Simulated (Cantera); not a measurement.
Feed: 1 mol SiCl₄, 4.5 mol HCl, 2.3 mol H₂, at 20.0 bar.

These are equilibrium values from Cantera (NASA tables, ideal gas, pure condensed phases), not measurements of a reactor. Candidate condensed phases: Si; 19 gas species. The tables' values for SiCl₃ are old estimates; treat these amounts as uncertain. Rates play no part.

x: gas mole fraction; nothing condenses.

| T (K) | x HCl | x H₂ | x SiCl₄ | x SiHCl₃ | x SiCl₃ | x SiCl₂ | x SiH₂Cl₂ |
|---|---|---|---|---|---|---|---|
| 573 | 0.577 | 0.295 | 0.128 | 9.24e-7 | <1e-12 | <1e-12 | <1e-12 |
| 673 | 0.577 | 0.295 | 0.128 | … | 1.12e-10 | <1e-12 | … |
| 773 | 0.577 | 0.295 | 0.128 | 4.12e-5 | 6.69e-9 | <1e-12 | 1.02e-9 |
| 873 | 0.577 | 0.295 | 0.128 | 0.000140 | 1.54e-7 | 1.09e-11 | 1.40e-8 |
| 973 | 0.577 | 0.295 | 0.128 | … | 1.84e-6 | … | … |
| 1073 | 0.578 | 0.294 | 0.127 | 0.000795 | 1.37e-5 | 2.34e-8 | 5.78e-7 |
| 1173 | 0.578 | 0.293 | 0.127 | 0.00150 | 7.12e-5 | 3.95e-7 | 2.26e-6 |
| 1273 | 0.580 | 0.292 | 0.125 | 0.00253 | 0.000283 | 4.19e-6 | 7.04e-6 |
| 1373 | 0.582 | 0.290 | 0.123 | 0.00389 | 0.000905 | 3.07e-5 | 1.82e-5 |
| 1473 | 0.584 | 0.287 | 0.120 | 0.00554 | 0.00242 | 0.000167 | 4.01e-5 |
| 1573 | 0.589 | 0.283 | 0.114 | 0.00727 | 0.00550 | 0.000698 | 7.63e-5 |

Q: Some entries are withheld; supply them.

A: 
- 673, x SiHCl₃: 8.28e-6
- 673, x SiH₂Cl₂: 3.30e-11
- 973, x SiHCl₃: 0.000366
- 973, x SiCl₂: 7.58e-10
- 973, x SiH₂Cl₂: 1.10e-7
